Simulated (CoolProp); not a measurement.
Aqueous methanol as a coolant, at -17 °C, 1 atm.

Model: Melinder's fits for secondary coolants, in CoolProp.

```csv
mass %,freezing point (°C),viscosity (mPa s),conductivity (W/(m K)),Prandtl number,cp (kJ/(kg K))
24.2,-19.3,7.64,0.427,69.3,3.874
28.7,-24.2,7.93,0.410,72.7,___
33.3,-29.7,7.99,0.392,74.1,3.636
37.9,___,7.81,0.375,73.4,3.530
42.4,-42.2,7.44,0.360,71.0,___
47,___,___,0.345,67.0,3.327
51.6,___,6.37,0.330,62.1,3.220
56.1,-65.5,5.78,0.317,56.8,3.110
```

Question: Complete the blanks.

Answer: 
- 28.7, cp (kJ/(kg K)): 3.752
- 37.9, freezing point (°C): -35.7
- 42.4, cp (kJ/(kg K)): 3.430
- 47, freezing point (°C): -49.4
- 47, viscosity (mPa s): 6.94
- 51.6, freezing point (°C): -57.3
